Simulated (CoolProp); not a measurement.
Properties of CHF3 (R23) along the isobar 0.101 MPa.

Computed with CoolProp (reference Helmholtz-energy equation of state, Penoncello 2003).

| T (K) | phase | expansivity (1/kK) | conductivity (mW/(m K)) | fugacity coefficient |
|---|---|---|---|---|
| 125.3 | liquid | 1.967 | 243 | 0.001922 |
| 131.7 | liquid | 2.028 | 225 | 0.004884 |
| 138.2 | liquid | 2.082 | 209 | 0.01137 |
| 144.7 | liquid | 2.133 | 195 | 0.02425 |
| 151.1 | liquid | 2.185 | 184 | 0.04745 |
| 157.6 | liquid | 2.240 | 173 | 0.08785 |
| 164.1 | liquid | 2.301 | 164 | 0.1535 |
| 170.5 | liquid | 2.368 | 156 | 0.2530 |
| 177 | liquid | 2.443 | 149 | 0.4018 |
| 183.5 | liquid | 2.529 | 142 | 0.6132 |
| 189.9 | liquid | 2.625 | 136 | 0.8979 |

Thermal conductivity comes from a separate model (Shan 2000).
